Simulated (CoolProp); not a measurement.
Properties of R1336mzz(E) along the isotherm 255.9 K.

Model: reference Helmholtz-energy equation of state, Akasaka 2023, in CoolProp.

```tsv
p (kPa)	phase	density (kg/m³)	cp (kJ/(kg K))	speed of sound (m/s)	expansivity (1/kK)	fugacity coefficient
475	liquid	(withheld)	(withheld)	766.9	1.770	0.06814
950	liquid	1445	1.198	769.9	1.758	0.03495
1430	liquid	1446	1.197	772.9	1.747	0.02382
1900	liquid	1447	1.197	(withheld)	1.737	0.01838
2380	liquid	1448	1.196	778.7	1.726	0.01505
2850	liquid	1450	(withheld)	781.5	1.716	0.01289
3330	liquid	1451	1.194	784.4	1.706	0.01132
3800	liquid	(withheld)	1.193	787.2	1.696	0.01017
4280	liquid	1453	1.192	(withheld)	1.686	0.009261
4750	liquid	1454	1.191	792.9	1.677	0.008555
5230	liquid	(withheld)	1.191	(withheld)	1.667	0.007970
5700	liquid	1456	1.190	798.4	1.658	0.007497
```

### Question
What belongs in the gaps?

### Answer

- 475, density (kg/m³): 1444
- 475, cp (kJ/(kg K)): 1.199
- 1900, speed of sound (m/s): 775.8
- 2850, cp (kJ/(kg K)): 1.195
- 3800, density (kg/m³): 1452
- 4280, speed of sound (m/s): 790.1
- 5230, density (kg/m³): 1455
- 5230, speed of sound (m/s): 795.7
